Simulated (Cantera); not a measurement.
A Cantera script and its output.

```python
import numpy as np
import cantera as ct

gas = ct.Solution("gri30.yaml")
gas.TPX = 823, 1000000, {'C3H8': 1, 'O2': 5.62, 'N2': 21.1}
inlet = ct.Reservoir(gas, clone=True)
gas.equilibrate("HP")  # start burning
reactor = ct.IdealGasConstPressureReactor(gas, energy="on", clone=False)
exhaust = ct.Reservoir(gas, clone=True)
tau = [0.12, 0.041, 0.014, 0.005, 0.0017, 0.00061, 0.00021, 7.4e-05, 2.6e-05, 9e-06, 3.2e-06][0]
for a, b in ((inlet, reactor), (reactor, exhaust)):
    ct.MassFlowController(a, b, mdot=lambda t: reactor.mass / tau)
net = ct.ReactorNet([reactor])
show = ['C3H8', 'O2', 'H2', 'H2O', 'CH3']

rows = []
print(f"{'tau/s':>10s}{'T/K':>9s}" + "".join(f"{s:>11s}" for s in show))
for tau in [0.12, 0.041, 0.014, 0.005, 0.0017, 0.00061, 0.00021, 7.4e-05, 2.6e-05, 9e-06, 3.2e-06]:
    net.initial_time = 0.0
    net.advance(30 * tau)
    before = gas.X
    net.advance(40 * tau)
    drift = np.max(np.abs(gas.X - before) / (gas.X + 1e-9))
    rows.append([gas.T, *gas[show].X, drift])
    print(f"{tau:10.3e}{gas.T:9.1f}" + "".join(f"{x:11.3e}" for x in gas[show].X))
```

It prints:

```
     tau/s      T/K       C3H8         O2         H2        H2O        CH3
 1.200e-01   2515.2  1.070e-08  2.135e-02  1.867e-03  1.334e-01  3.966e-08
 4.100e-02   2515.6  3.114e-08  2.156e-02  1.873e-03  1.334e-01  1.151e-07
 1.400e-02   2516.1  9.007e-08  2.205e-02  1.893e-03  1.333e-01  3.306e-07
 5.000e-03   2515.8  2.464e-07  2.290e-02  1.949e-03  1.331e-01  8.903e-07
 1.700e-03   2510.6  6.953e-07  2.414e-02  2.112e-03  1.327e-01  2.433e-06
 6.100e-04   2493.8  1.810e-06  2.567e-02  2.492e-03  1.318e-01  5.994e-06
 2.100e-04   2455.3  4.654e-06  2.799e-02  3.290e-03  1.299e-01  1.429e-05
 7.400e-05   2392.9  1.123e-05  3.135e-02  4.534e-03  1.270e-01  3.255e-05
 2.600e-05   2305.1  2.785e-05  3.630e-02  6.132e-03  1.234e-01  7.781e-05
 9.000e-06   2177.6  8.497e-05  4.536e-02  8.044e-03  1.190e-01  2.212e-04
 3.200e-06    823.0  3.608e-02  2.027e-01 -2.609e-16 -8.596e-16  6.477e-13
```

Cantera simulation using GRI-Mech 3.0 (53 species, 325 reactions); the numbers are that mechanism's predictions, not measurements. GRI-Mech 3.0 was tuned for natural gas; its chemistry of propane as a main component is partial and can be far from experiment.
